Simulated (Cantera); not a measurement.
**Equilibrium for fluorocarbon and chlorocarbon gases: CH3F + CH4 + H2**

Feed: 1 mol CH3F, 0.38 mol CH4, 0.36 mol H2, equilibrated at 0.0133 bar.

These are equilibrium values from Cantera (NASA tables, ideal gas, pure condensed phases), not measurements of a reactor. Candidate condensed phases: C, C6H6, C7H8, C8H18; 95 gas species. Equilibrium is a limit: real reactors are often held back by kinetics, nucleation or transport.

From 1798 K to 2898 K the condensed part is C(graphite). The main C-bearing gas is C2H2 (acetylene) at 1798 K and C3 at 2898 K.

```json
[
 {"T (K)": "1798", "x H2": "0.677", "x H": "0.00251", "x HF": "0.320", "x C2H2 (acetylene)": "0.000117", "x C3": "8.08e-12", "n C(graphite)": "1.38"},
 {"T (K)": "1898", "x H2": "0.675", "x H": "0.00556", "x HF": "0.320", "x C2H2 (acetylene)": "0.000254", "x C3": "1.47e-10", "n C(graphite)": "1.38"},
 {"T (K)": "1998", "x H2": "0.669", "x H": "0.0114", "x HF": "0.319", "x C2H2 (acetylene)": "0.000507", "x C3": "1.98e-9", "n C(graphite)": "1.38"},
 {"T (K)": "2098", "x H2": "0.660", "x H": "0.0217", "x HF": "0.317", "x C2H2 (acetylene)": "0.000943", "x C3": "2.07e-8", "n C(graphite)": "1.37"},
 {"T (K)": "2198", "x H2": "0.645", "x H": "0.0387", "x HF": "0.314", "x C2H2 (acetylene)": "0.00164", "x C3": "1.74e-7", "n C(graphite)": "1.37"},
 {"T (K)": "2298", "x H2": "0.622", "x H": "0.0654", "x HF": "0.310", "x C2H2 (acetylene)": "0.00266", "x C3": "1.21e-6", "n C(graphite)": "1.36"},
 {"T (K)": "2398", "x H2": "0.588", "x H": "0.105", "x HF": "0.304", "x C2H2 (acetylene)": "0.00406", "x C3": "7.11e-6", "n C(graphite)": "1.35"},
 {"T (K)": "2498", "x H2": "0.540", "x H": "0.159", "x HF": "0.295", "x C2H2 (acetylene)": "0.00580", "x C3": "3.61e-5", "n C(graphite)": "1.34"},
 {"T (K)": "2598", "x H2": "0.480", "x H": "0.228", "x HF": "0.283", "x C2H2 (acetylene)": "0.00772", "x C3": "0.000161", "n C(graphite)": "1.32"},
 {"T (K)": "2698", "x H2": "0.407", "x H": "0.312", "x HF": "0.269", "x C2H2 (acetylene)": "0.00953", "x C3": "0.000643", "n C(graphite)": "1.29"},
 {"T (K)": "2798", "x H2": "0.327", "x H": "0.402", "x HF": "0.253", "x C2H2 (acetylene)": "0.0108", "x C3": "0.00231", "n C(graphite)": "1.25"},
 {"T (K)": "2898", "x H2": "0.247", "x H": "0.491", "x HF": "0.235", "x C2H2 (acetylene)": "0.0113", "x C3": "0.00758", "n C(graphite)": "1.14"}
]
```
x: gas mole fraction; n: condensed amount in mol.
